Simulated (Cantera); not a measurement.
Ignition delay

Mixture: 5.35 % CH4, 15.5 % O2, 79.1 % N2, at 1.10 bar, adiabatic and at constant pressure. Ignition delay is the time to a rise of 400 K.

Cantera simulation using GRI-Mech 3.0 (53 species, 325 reactions); the numbers are that mechanism's predictions, not measurements.

| T0 (K) | delay (ms) |
|---|---|
| 1025 | 710 |
| 1075 | 309 |
| 1125 | 141 |
| 1175 | 66.3 |
| 1225 | 32.5 |
| 1275 | 16.5 |
| 1325 | 8.68 |

- apparent activation energy between 1225 and 1325 K: 180 kJ/mol
